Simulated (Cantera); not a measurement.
Charge: 1 mol SiH₂Cl₂, 8.7 mol N₂, held at 1.00 bar.

Method: chemical equilibrium by Gibbs-energy minimisation in Cantera with the NASA 1993 tables (ideal gas, pure condensed phases). Candidate condensed phases: NH₄Cl, Si, Si₃N₄; 28 gas species. N₂ is the only nitrogen source here; it is nearly inert below about 1500 K, so the nitride shown seldom forms there in practice. Rates play no part.

Over these rows the condensed part is Si₃N₄(s). Partial pressures as log10 of bar:

| T (K) | 1000/T (1/K) | log p SiCl₂ | log p N₂ | log p HCl | log p H₂ | log p SiCl₄ |
|---|---|---|---|---|---|---|
| 1073 | 0.9320 | -6.50 | -0.09 | -0.95 | -1.36 | -1.66 |
| 1173 | 0.8525 | -5.35 | -0.09 | -0.93 | -1.38 | -1.68 |
| 1273 | 0.7855 | -4.38 | -0.09 | -0.92 | -1.40 | -1.71 |
| 1373 | 0.7283 | -3.57 | -0.09 | -0.91 | -1.41 | -1.74 |
| 1473 | 0.6789 | -2.88 | -0.09 | -0.91 | -1.42 | -1.79 |
| 1573 | 0.6357 | ? | -0.09 | -0.91 | -1.42 | -1.89 |

Question: Fit log p(SiCl₂) = a + b·(1000/T) to the five rows, give the apparent enthalpy, and predict the row at 1573 K.

Answer: Means: 1000/T = 0.7954, log p = -4.536. Sxy = -0.574049, Sxx = 0.0400926, so b = -14.32 and a = -4.536 − (-14.32)×0.7954 = 6.85.
Apparent enthalpy: −19.145 × (-14.32) = 274 kJ/mol. With the condensed phases at unit activity, 1/6 Si₃N₄(s) + 1/2 SiCl₄(g) = SiCl₂(g) + 1/3 N₂(g) links this pressure to the main gases: over the six rows their terms move log p by -0.11 in all, so the slope is close to that reaction's ΔH°. The five rows lie within 0.02 of the line.
Prediction at 1573 K: 6.85 + (-14.32)×0.6357 = -2.25. The computed value is -2.31, 0.06 from the line.
